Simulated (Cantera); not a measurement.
Input: 1 mol SiC, 6.7 mol H2, equilibrated at 3000 Torr.

These are equilibrium values from Cantera (NASA tables, ideal gas, pure condensed phases), not measurements of a reactor. Candidate condensed phases: C, C6H6, C7H8, C8H18, Si, SiC; 87 gas species. Mutual solubility and eutectic melting of coexisting phases are not modelled. Gases not in the tables: Si2H6 and higher silanes. Equilibrium is a limit: real reactors are often held back by kinetics, nucleation or transport.

x: gas mole fraction; n: condensed amount in mol.

```csv
T (K),x H2,x H,x CH4,x SiH2,x SiH,x SiH4,n Si(s),n SiC(s),n Si(l)
1473,1.000,6.33e-6,7.69e-5,1.05e-6,9.84e-9,3.97e-6,0.000481,0.999,0
1523,1.000,1.16e-5,7.33e-5,2.01e-6,2.63e-8,4.22e-6,0.000449,1.000,0
1573,1.000,2.03e-5,7.02e-5,3.67e-6,6.62e-8,4.47e-6,0.000415,1.000,0
1623,1.000,3.46e-5,6.74e-5,6.47e-6,1.57e-7,4.73e-6,0.000375,1.000,0
1673,1.000,5.69e-5,6.49e-5,1.10e-5,3.53e-7,4.98e-6,0.000324,1.000,0
1723,1.000,…,6.70e-5,…,…,4.88e-6,0,1.000,…
1773,1.000,0.000142,7.16e-5,2.47e-5,1.31e-6,4.63e-6,0,1.000,0.000271
1823,1.000,0.000217,7.62e-5,3.51e-5,2.36e-6,4.41e-6,0,0.999,0.000224
1873,1.000,…,8.09e-5,…,…,4.21e-6,0,0.999,…
1923,0.999,0.000471,8.56e-5,6.73e-5,6.94e-6,4.04e-6,0,0.999,0
```

**Question.** Complete the blanks.

**Answer.** 
- 1873, x H: 0.000323
- 1873, x SiH2: 4.90e-5
- 1873, x SiH: 4.11e-6
- 1873, n Si(l): 0.000148
- 1723, x H: 9.12e-5
- 1723, x SiH2: 1.70e-5
- 1723, x SiH: 7.07e-7
- 1723, n Si(l): 0.000296
